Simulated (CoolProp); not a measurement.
Vapour-liquid equilibrium of isobutane (1) + acetone (2) at 67.65 °C; x and y are mole fractions of (1).

Values from CoolProp's multi-fluid Helmholtz-energy mixture model, Bücker 2006 and Lemmon 2006; pair parameters Bell 2016.

Task: Give the bubble pressure and the first vapour's composition at x = 0.35, 0.85, 0.95. Is there an azeotrope?

Result: x = 0.35: 7.376 bar, y = 0.819; x = 0.85: 9.670 bar, y = 0.922; x = 0.95: 10.12 bar, y = 0.968. No azeotrope shows between x = 0.05 and 0.95.

The pair parameters rest on a limited set of measurements; away from them the model extrapolates. With so large a gap from Raoult's law the liquid may split in two, which this calculation doesn't test in full.
